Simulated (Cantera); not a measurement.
Charge: 1 mol Zr, 3.7 mol H2O, 480 mol H2, held at 2227 °C and 1.33 mbar.

Cantera equilibrium calculation (NASA polynomials, part measured and part estimated; ideal gas, pure solids and liquids). Rates play no part.

```
species                  before     after
---------------------  --------  --------
H                         0.490     0.436
H2                        0.506     0.401
H2O                     0.00233     0.116
O                      0.000297    0.0187
OH                     0.000467    0.0261
ZrO2                   0.000264  0.000264
O2                      5.61e-7   0.00222
ZrO                    0.000443   7.05e-6
ZrO2(tetragonal), mol     0.546     0.997
```
Gas species are given as mole fractions.

Name the change that produced these shifts.
A) temperature from 2227 °C to 1575 °C
B) temperature from 2227 °C to 2377 °C
C) H2 from 480 to 4 mol
D) temperature from 2227 °C to 1127 °C

C, H2 from 480 to 4 mol
